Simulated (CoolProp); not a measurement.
Vapour-liquid equilibrium of R143a (1) + n-butane (2) at -2.05 °C; x and y are mole fractions of (1).

Model: multi-fluid Helmholtz-energy mixture model, Lemmon and Jacobsen 2000 and Bücker 2006; pair parameters Bell 2016, in CoolProp.

```json
[
 {"x": "0.05", "bubble pressure (MPa)": "0.1874", "y at the bubble point": "0.496", "dew pressure at overall composition x (MPa)": "0.1005", "liquid density (mol/L)": "…"},
 {"x": "0.2", "bubble pressure (MPa)": "0.3496", "y at the bubble point": "0.745", "dew pressure at overall composition x (MPa)": "…", "liquid density (mol/L)": "10.61"},
 {"x": "0.35", "bubble pressure (MPa)": "0.4224", "y at the bubble point": "0.801", "dew pressure at overall composition x (MPa)": "0.1463", "liquid density (mol/L)": "…"},
 {"x": "0.5", "bubble pressure (MPa)": "0.4635", "y at the bubble point": "0.832", "dew pressure at overall composition x (MPa)": "…", "liquid density (mol/L)": "11.03"},
 {"x": "0.65", "bubble pressure (MPa)": "…", "y at the bubble point": "0.861", "dew pressure at overall composition x (MPa)": "0.2645", "liquid density (mol/L)": "11.31"},
 {"x": "0.8", "bubble pressure (MPa)": "0.5331", "y at the bubble point": "0.902", "dew pressure at overall composition x (MPa)": "0.4203", "liquid density (mol/L)": "…"},
 {"x": "0.95", "bubble pressure (MPa)": "0.5699", "y at the bubble point": "0.968", "dew pressure at overall composition x (MPa)": "0.5618", "liquid density (mol/L)": "12.10"}
]
```

Problem. Complete the blanks.

Solution. 
- 0.05, liquid density (mol/L): 10.43
- 0.2, dew pressure at overall composition x (MPa): 0.1192
- 0.35, liquid density (mol/L): 10.81
- 0.5, dew pressure at overall composition x (MPa): 0.1888
- 0.65, bubble pressure (MPa): 0.4976
- 0.8, liquid density (mol/L): 11.65

No azeotrope shows between x = 0.05 and 0.95.

The pair parameters rest on a limited set of measurements; away from them the model extrapolates. With so large a gap from Raoult's law the liquid may split in two, which this calculation doesn't test in full.
